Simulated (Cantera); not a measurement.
What does this Cantera script print?

```python
import numpy as np
import cantera as ct

gas_names = """
    H HNO HNO2 HNO3 HO2 H2 H2O H2O2 N NH NH2 NH3 NH2OH NO NO2 NO3 N2 N2H2 N2H4 N2O O OH O2 O3 V VN VO
    VO2
""".split()
cond_names = """
    H2O(s) H2O(L) V(cr) V(L) VN(s) VO(s) VO(L) V2O3(s) V2O3(L) V2O4(I) V2O4(II) V2O4(L) V2O5(s) V2O5(L)
""".split()


def load(file, names, dense=False):
    # The tables refer to 1 bar. Condensed volumes are neglected.
    table = {s.name: s for s in ct.Species.list_from_file(file)}
    out = []
    for n in names:
        d = dict(table[n].input_data)
        d["thermo"] = dict(d["thermo"], **{"reference-pressure": 1e5})
        if dense:
            d["equation-of-state"] = {"model": "constant-volume", "density": "1e6 g/cm^3"}
        out.append(ct.Species.from_dict(d))
    return out


gas = ct.Solution(thermo="ideal-gas", species=load("nasa_gas.yaml", gas_names))
cond = {s.name: ct.Solution(thermo="fixed-stoichiometry", species=[s], name=s.name)
        for s in load("nasa_condensed.yaml", cond_names, dense=True)}
atoms = {
    'V2O5': {'V': 2, 'O': 5},
    'H2': {'H': 2},
    'N2': {'N': 2},
}
top_T = {'VN(s)': 2300}  # K; cautious upper limits of use, not melting points


def equilibrate(T, P, feed):
    n = {}
    for name, mol in feed.items():
        for a, k in atoms[name].items():
            n[a] = n.get(a, 0.0) + k * mol
    gas.TPX = T, P, n
    mass = sum(n.values()) * gas.mean_molecular_weight
    gas.equilibrate("TP")
    valid = [c for c in cond.values() if c.min_temp <= T <= top_T.get(c.name, c.max_temp)]
    mix = ct.Mixture([(gas, mass / gas.mean_molecular_weight)] + [(c, 0.0) for c in valid])
    mix.T, mix.P = T, P
    mix.equilibrate("TP", solver="vcs", rtol=1e-11, max_steps=5000)
    return mix


results = []
feed = {'V2O5': 1, 'H2': 39, 'N2': 20}  # mol
T = 1000  # K
P = 100000  # Pa
mix = equilibrate(T, P, feed)
results.append((T, P, feed, dict(zip(mix.species_names, mix.species_moles))))
print(gas.report(threshold=1e-06))
for i in range(1, mix.n_phases):
    print(f"{mix.phase(i).name:16s} {mix.phase_moles(i):12.5e} mol")
```

Result:

```
       temperature   1000 K
          pressure   1e+05 Pa
           density   0.13679 kg/m^3
  mean mol. weight   11.373 kg/kmol
   phase of matter   gas

                          1 kg             1 kmol
                     ---------------   ---------------
          enthalpy        1.1365e+06        1.2926e+07  J
   internal energy        4.0547e+05        4.6115e+06  J
           entropy             17229        1.9595e+05  J/K
    Gibbs function       -1.6092e+07       -1.8302e+08  J
 heat capacity c_p            2760.8             31399  J/K
 heat capacity c_v            2029.7             23085  J/K

                      mass frac. Y      mole frac. X     chem. pot. / RT
                     ---------------   ---------------   ---------------
                H2           0.11114           0.62697           -17.972
               H2O          0.053704          0.033904           -57.333
               NH3        0.00025197        0.00016826            -39.93
                N2           0.83491           0.33896           -25.943
     [  +24 minor]        1.6052e-10        1.7979e-09

V(cr)             0.00000e+00 mol
VN(s)             0.00000e+00 mol
VO(s)             0.00000e+00 mol
V2O3(s)           1.00000e+00 mol
V2O4(II)          0.00000e+00 mol
V2O5(L)           0.00000e+00 mol
```

Cantera equilibrium calculation (NASA polynomials, part measured and part estimated; ideal gas, pure solids and liquids). Condensed phases not in the tables: the oxides between V2O3 and V2O5 other than VO2.
